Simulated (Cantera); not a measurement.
**Thermodynamics of silicon etching in halogen gases, feed Si + HCl + N₂**

Charge: 1 mol Si, a varied amount of HCl, 50 mol N₂, held at 1425 °C and 2.70 mbar.

Method: chemical equilibrium by Gibbs-energy minimisation in Cantera with the NASA 1993 tables (ideal gas, pure condensed phases). Candidate condensed phases: NH₄Cl, Si, Si₃N₄; 28 gas species. The tables' values for SiCl₃, SiCl are old estimates; treat these amounts as uncertain. Kinetics and transport are ignored.

From 1.2 mol HCl to 2.2 mol HCl the condensed part is Si₃N₄(s). From 3 mol HCl to 13 mol HCl nothing is condensed. The main Si-bearing gas is SiCl₂ throughout.

```tsv
n(HCl) (mol)	x N₂	x HCl	x H₂	x SiCl₂	x Cl	n Si₃N₄(s)
1.2	0.976	0.00563	0.00885	0.00884	0.000129	0.178
1.7	0.967	0.00786	0.0124	0.0124	0.000153	0.115
2.2	0.957	0.0100	0.0159	0.0159	0.000172	0.0515
3	0.943	0.0187	0.0188	0.0186	0.000295	0
4.1	0.924	0.0380	0.0187	0.0182	0.000603	0
5.5	0.900	0.0617	0.0185	0.0176	0.000983	0
7.3	0.872	0.0905	0.0182	0.0169	0.00145	0
9.9	0.834	0.129	0.0179	0.0160	0.00209	0
13	0.793	0.171	0.0176	0.0149	0.00279	0
```
x: gas mole fraction; n: condensed amount in mol.
